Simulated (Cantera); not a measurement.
**Nitride etching: Si3N4 + H2 + N2**

Charge: 1 mol Si3N4, 27 mol H2, 30 mol N2, at 1250 K and 51.0 Pa.

Cantera equilibrium calculation (NASA polynomials, part measured and part estimated; ideal gas, pure solids and liquids). Candidate condensed phases: Si, Si3N4; 18 gas species. Equilibrium is a limit: real reactors are often held back by kinetics, nucleation or transport.

| Property | Result |
|---|---|
| x(N2) | 0.526 |
| x(H2) | 0.474 |
| x(H) | 1.47e-5 |
| n(Si3N4(s)) | 1.00 mol |
| gas amount | 57.00 mol |
| log10 activity of Si(s) (absent) | -2.22 |
